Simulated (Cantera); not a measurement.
Hydrocarbon pyrolysis for carbon deposition

An isothermal, constant-pressure homogeneous reactor starts with 7.89 % CH4, 92.1 % N2, at 1775 K and 2.93 Torr.

Detailed kinetics in Cantera: GRI-Mech 3.0 (53 species, 325 reactions). GRI-Mech 3.0 stops at C3 and has no aromatics, soot or wall deposition, so with more carbon than oxygen in the feed, carbon stays in small species such as C2H2 where larger ones or solid carbon would form. Radical loss at walls, strong at low pressure, is not modelled.

| t (s) | x CH4 | x CH3 | x C2H | x CH2 | x HCN |
|---|---|---|---|---|---|
| 0.000200 | 0.0789 | 3.61e-6 | <1e-12 | 1.58e-11 | <1e-12 |
| 0.000493 | 0.0789 | 1.01e-5 | <1e-12 | 1.25e-10 | <1e-12 |
| 0.00121 | 0.0789 | 2.62e-5 | <1e-12 | 7.20e-10 | <1e-12 |
| 0.00299 | 0.0789 | 6.60e-5 | <1e-12 | 3.74e-9 | <1e-12 |
| 0.00737 | 0.0788 | 0.000164 | <1e-12 | 1.99e-8 | 2.77e-12 |
| 0.0182 | 0.0785 | 0.000403 | 1.83e-11 | 1.07e-7 | 2.95e-11 |
| 0.0447 | 0.0774 | 0.000971 | 1.10e-9 | 5.51e-7 | 4.88e-10 |
| 0.110 | 0.0696 | 0.00199 | 3.02e-8 | 2.19e-6 | 2.18e-8 |
| 0.271 | 0.0404 | 0.00184 | 3.10e-7 | 3.30e-6 | 5.91e-7 |
| 0.669 | 0.0155 | 0.000864 | 6.53e-7 | 2.20e-6 | 3.12e-6 |
| 1.65 | 0.00428 | 0.000331 | 1.05e-6 | 1.29e-6 | 9.00e-6 |
| 4.06 | 0.000812 | 9.81e-5 | 1.71e-6 | 6.31e-7 | 2.15e-5 |
| 10.0 | 0.000115 | 2.22e-5 | 2.74e-6 | 2.31e-7 | 4.53e-5 |
x: mole fraction; the columns are a selection and need not sum to one.

Equilibrium at this temperature and pressure: CH4 9.56e-7, CH3 2.73e-7, C2H 1.06e-6, CH2 4.26e-9, HCN 0.0539 (gas phase only).
